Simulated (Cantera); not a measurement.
A Cantera script and its output.

```python
import numpy as np
import cantera as ct

gas = ct.Solution("gri30.yaml")
gas.TPX = 600, 34000, {'CH4': 1, 'C2H6': 0.81, 'O2': 5.76, 'N2': 21.6}
inlet = ct.Reservoir(gas, clone=True)
gas.equilibrate("HP")  # start burning
reactor = ct.IdealGasConstPressureReactor(gas, energy="on", clone=False)
exhaust = ct.Reservoir(gas, clone=True)
tau = [0.35, 0.14, 0.052, 0.02, 0.0075, 0.0029, 0.0011, 0.00042, 0.00016, 6.2e-05, 2.4e-05, 9e-06][0]
for a, b in ((inlet, reactor), (reactor, exhaust)):
    ct.MassFlowController(a, b, mdot=lambda t: reactor.mass / tau)
net = ct.ReactorNet([reactor])
show = ['CH4', 'C2H6', 'O2', 'NO', 'OH', 'NO2', 'H2']

rows = []
print(f"{'tau/s':>10s}{'T/K':>9s}" + "".join(f"{s:>11s}" for s in show))
for tau in [0.35, 0.14, 0.052, 0.02, 0.0075, 0.0029, 0.0011, 0.00042, 0.00016, 6.2e-05, 2.4e-05, 9e-06]:
    net.initial_time = 0.0
    net.advance(30 * tau)
    before = gas.X
    net.advance(40 * tau)
    drift = np.max(np.abs(gas.X - before) / (gas.X + 1e-9))
    rows.append([gas.T, *gas[show].X, drift])
    print(f"{tau:10.3e}{gas.T:9.1f}" + "".join(f"{x:11.3e}" for x in gas[show].X))
```

Output:

```
     tau/s      T/K        CH4       C2H6         O2         NO         OH        NO2         H2
 3.500e-01   2229.9  6.241e-07  6.457e-08  3.230e-02  2.823e-03  6.054e-03  7.186e-07  2.279e-03
 1.400e-01   2218.1  1.379e-06  1.572e-07  3.329e-02  1.788e-03  6.528e-03  4.140e-07  2.637e-03
 5.200e-02   2188.5  2.992e-06  4.036e-07  3.477e-02  9.368e-04  7.409e-03  1.756e-07  3.452e-03
 2.000e-02   2139.5  6.038e-06  9.711e-07  3.669e-02  4.420e-04  8.509e-03  6.190e-08  4.766e-03
 7.500e-03   2073.1  1.271e-05  2.330e-06  3.896e-02  1.902e-04  9.526e-03  1.997e-08  6.492e-03
 2.900e-03   2001.0  2.778e-05  5.449e-06  4.133e-02  8.840e-05  1.013e-02  7.582e-09  8.249e-03
 1.100e-03   1927.1  6.710e-05  1.351e-05  4.407e-02  4.543e-05  1.021e-02  3.489e-09  9.827e-03
 4.200e-04   1857.6  1.820e-04  3.678e-05  4.808e-02  2.525e-05  9.633e-03  1.947e-09  1.097e-02
 1.600e-04   1773.9  6.766e-04  1.362e-04  5.772e-02  1.314e-05  7.523e-03  1.424e-09  1.219e-02
 6.200e-05    600.0  3.428e-02  2.777e-02  1.975e-01  7.639e-20  5.585e-25  1.750e-20  2.681e-16
 2.400e-05    600.0  3.428e-02  2.777e-02  1.975e-01  5.611e-23  9.247e-26  1.286e-23  1.969e-19
 9.000e-06    600.0  3.428e-02  2.777e-02  1.975e-01  3.544e-24  3.280e-26  8.120e-25  1.244e-20
```

Detailed kinetics in Cantera: GRI-Mech 3.0 (53 species, 325 reactions).
